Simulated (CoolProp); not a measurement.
R115 along the isotherm 226.85 °C: fugacity coefficient from the reference equation and from simpler models built on Tc = 80.0 °C, pc = 3129 kPa, ω = 0.248; each cubic takes its own stable root.

Computed with CoolProp (reference Helmholtz-energy equation of state, Lemmon 2016).

```csv
p (kPa),phase,reference,van der Waals,Soave-Redlich-Kwong
869,gas,0.9743,0.9664,0.9761
1740,gas,0.9493,0.9333,0.9531
2610,gas,[?],0.9010,0.9312
3480,supercritical,0.9015,0.8693,[?]
4350,supercritical,0.8789,0.8385,[?]
5220,supercritical,0.8573,0.8087,0.8724
6080,supercritical,0.8370,0.7806,0.8554
6950,supercritical,0.8176,0.7538,0.8395
7820,supercritical,0.7996,0.7291,0.8248
```

Problem. Fill in the missing entries.

Solution. 
- 2610, reference: 0.9250
- 3480, Soave-Redlich-Kwong: 0.9104
- 4350, Soave-Redlich-Kwong: 0.8908
